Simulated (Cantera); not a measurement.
A closed system holds: 1 mol Si, 1.8 mol HF, equilibrated at 823 K and 0.00133 bar.

Method: chemical equilibrium by Gibbs-energy minimisation in Cantera with the NASA 1993 tables (ideal gas, pure condensed phases). Candidate condensed phases: Si; 25 gas species. The tables' values for SiF₃ are old estimates; treat these amounts as uncertain. Equilibrium is a limit: real reactors are often held back by kinetics, nucleation or transport.

Base state: H₂ 0.665, SiF₄ 0.329, SiHF₃ 0.00572, SiH₂F₂ 5.80e-5, SiF₃ 5.76e-5 (mole fractions); condensed: Si(s).

Problem. What changes in the equilibrium state with this change: HF from 1.8 to 4.1 mol?

Solution. 
```json
[
 {"species": "H₂", "before": "0.665", "after": "0.645"},
 {"species": "SiF₄", "before": "0.329", "after": "0.323"},
 {"species": "HF", "before": "2.40e-6", "after": "0.0323"},
 {"species": "SiH₂F₂", "before": "5.80e-5", "after": "<1e-9"},
 {"species": "SiHF₃", "before": "0.00572", "after": "4.05e-7"},
 {"species": "SiF₃", "before": "5.76e-5", "after": "4.14e-9"},
 {"species": "Si(s), mol", "before": "0.548", "after": "0"}
]
```
